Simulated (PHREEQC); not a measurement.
0.6 g of hydrous ferric oxide (600 m²/g; 0.2 weak and 0.005 strong sites per Fe, Dzombak-Morel constants, diffuse double layer) in 1 kg of water with 0.001 mol/kgw of an inert sodium salt and 0.0018 mmol/kgw PbCl2 and 0.056 mmol/kgw Ag2SO4, at 25 °C; the pH is set by adding NaOH or the inert anion's acid. Oxygen is held at 0.21 atm. No CO2 enters from the air. Precipitation was switched off in this run.

Equilibrium calculation in PHREEQC: ion-association model, wateq4f.dat.

```
pH  Pb sorbed (%)  S sorbed (%)  Ag sorbed (%)  surface charge σ (C/m²)  surface potential ψ (mV)
--  -------------  ------------  -------------  -----------------------  ------------------------
4            72.0         100.0            0.3                    0.115                       203
5            99.3          99.9            3.5                    0.047                       162
6           100.0          97.0           16.3                    0.017                       111
7           100.0          39.3           29.6                    0.006                        61
8           100.0           0.9           51.8                    0.001                         6
9           100.0           0.0           87.5                   -0.005                       -51
10          100.0           0.0           98.5                   -0.017                      -106
11          100.0           0.0           99.8                   -0.056                      -153
12          100.0           0.0           99.9                   -0.193                      -173
```

Along this series the solution becomes supersaturated in solids that the run did not let form, among them Cerargyrite. Complexes and solids missing from the database can't appear.
